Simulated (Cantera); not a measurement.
An isothermal, constant-pressure homogeneous reactor starts with 11.0 % CH₄, 89.0 % H₂, at 1625 K and 0.698 Torr.

Model: GRI-Mech 3.0 (53 species, 325 reactions), integrated in Cantera. GRI-Mech 3.0 stops at C3 and has no aromatics, soot or wall deposition, so with more carbon than oxygen in the feed, carbon stays in small species such as C2H2 where larger ones or solid carbon would form. Radical loss at walls, strong at low pressure, is not modelled.

Problem. Predict: x(CH₄) at 40.0 s; x(H₂) at 40.0 s; x(C₂H₂) at 40.0 s; x(CH₃) at 40.0 s; x(C₂H₆) at 40.0 s; x(CH₂) at 40.0 s.

Solution. 
- x(CH₄) at 40.0 s: 0.00784 (gas-phase equilibrium 4.67e-5)
- x(H₂) at 40.0 s: 0.945 (gas-phase equilibrium 0.948)
- x(C₂H₂) at 40.0 s: 0.0458 (gas-phase equilibrium 0.0494)
- x(CH₃) at 40.0 s: 0.000234 (gas-phase equilibrium 2.27e-6)
- x(C₂H₆) at 40.0 s: 1.45e-7 (gas-phase equilibrium 1.23e-11)
- x(CH₂) at 40.0 s: 3.03e-7 (gas-phase equilibrium 5.19e-9)
